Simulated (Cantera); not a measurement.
A diamond (100) surface in a fixed gas of H2 with x(CH4) = 0.024, x(CH3) = 0.00075, at 1275 K, 90.0 Torr; coverages are run to steady state.

Detailed kinetics in Cantera: the Harris–Goodwin 1993 mechanism for the reconstructed diamond (100) surface.

One state of this run: growth (µm/h) = 5.90; θ c6HH = 0.464; θ c6H* = 0.0413; θ c6*H = 0.461; θ c6** = 0.0165; θ c6HM = 0.00493. θ: site fractions in the mechanism's names (c6HH fully hydrogenated, c6H* and c6*H radical sites, c6** diradical, c6HM methylated).

Task: Which value of x(H) does it belong to?
A) 0.013
B) 0.0011
C) 0.00022
D) 0.0005

Result: D, 0.0005
